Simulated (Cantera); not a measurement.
Input: 1 mol Si3N4, 7.4 mol N2, equilibrated at 0.570 bar.

Equilibrium computed with Cantera from the NASA thermochemical tables; the gas is ideal and each condensed phase is pure. Candidate condensed phases: Si, Si3N4; 7 gas species. The tables' values for SiN are old estimates; treat these amounts as uncertain. Equilibrium is a limit: real reactors are often held back by kinetics, nucleation or transport. All values below are at 2723 K.

Base state: N2 0.956, Si 0.0384, SiN 0.00210, Si2N 0.00162, Si2 0.00138, Si3 0.000221 (mole fractions); condensed: Si(l).

Question: What changes in the equilibrium state with this change: 0.041 mol H2O added?

Answer: 
| species | before | after |
|---|---|---|
| N2 | 0.956 | 0.946 |
| Si | 0.0384 | 0.0384 |
| SiO | 0 | 0.00413 |
| H | 0 | 0.00377 |
| H2 | 0 | 0.00211 |
| SiH | 0 | 0.000258 |
| Si(l), mol | 2.54 | 2.49 |
Further candidate phases: H2O, SiO2, Si2N2O.
